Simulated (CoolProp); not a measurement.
Carbonyl sulfide at several states: fugacity coefficient from the reference equation and from simpler models built on Tc = 105.6 °C, pc = 63.69 bar, ω = 0.098; each cubic takes its own stable root.

Model: reference Helmholtz-energy equation of state, Lemmon 2006, in CoolProp. It is a short technical equation, of lower accuracy than the large ones.

| T (°C) | p (bar) | phase | reference | van der Waals | Redlich-Kwong |
|---|---|---|---|---|---|
| 131.05 | 7.62 | gas | (withheld) | 0.9698 | (withheld) |
| 70.35 | 0.319 | gas | 0.9977 | 0.9981 | 0.9977 |
| -22.35 | 162 | liquid | (withheld) | (withheld) | (withheld) |

### Question
Some entries are withheld; supply them.

### Answer

- 131.05, reference: 0.9675
- 131.05, Redlich-Kwong: 0.9665
- -22.35, reference: 0.02738
- -22.35, van der Waals: 0.09433
- -22.35, Redlich-Kwong: 0.03056
